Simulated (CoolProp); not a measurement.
Properties of carbon monoxide at several states (Tc = 132.9 K, pc = 3.498 MPa, ω = 0.050).

Values from CoolProp's reference Helmholtz-energy equation of state, Lemmon 2006. It is a short technical equation, of lower accuracy than the large ones.

```json
[
 {"T (K)": "194.9", "p (MPa)": "5.4", "phase": "supercritical", "expansivity (1/kK)": "8.684", "fugacity coefficient": "0.8614"},
 {"T (K)": "322.1", "p (MPa)": "14.4", "phase": "supercritical", "expansivity (1/kK)": "3.696", "fugacity coefficient": "1.004"},
 {"T (K)": "116.1", "p (MPa)": "0.017", "phase": "gas", "expansivity (1/kK)": "8.673", "fugacity coefficient": "0.9976"},
 {"T (K)": "435.3", "p (MPa)": "2.12", "phase": "gas", "expansivity (1/kK)": "2.332", "fugacity coefficient": "1.007"}
]
```
